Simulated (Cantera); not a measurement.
Feed: 1 mol Fe(CO)₅, 6.2 mol CO, 9.4 mol N₂, held at 1200 K and 0.100 bar.

Method: chemical equilibrium by Gibbs-energy minimisation in Cantera with the NASA 1993 tables (ideal gas, pure condensed phases). Candidate condensed phases: C, Fe, Fe(CO)₅, FeO, Fe₂O₃, Fe₃O₄; 27 gas species. Condensed phases not in the tables: cementite and carbon dissolved in iron. Kinetics and transport are ignored.

Base state: CO 0.543, N₂ 0.457, CO₂ 0.000557 (mole fractions); condensed: C(graphite) + Fe(γ).

Problem. What changes in the equilibrium state with this change: temperature from 1200 K to 950 K?

Solution. 
```json
[
 {"species": "CO", "before": "0.543", "after": "0.486"},
 {"species": "N₂", "before": "0.457", "after": "0.474"},
 {"species": "CO₂", "before": "0.000557", "after": "0.0395"},
 {"species": "C(graphite), mol", "before": "0.0115", "after": "0.784"},
 {"species": "Fe(γ), mol", "before": "1.00", "after": "0"},
 {"species": "Fe(α), mol", "before": "0", "after": "1.00"}
]
```
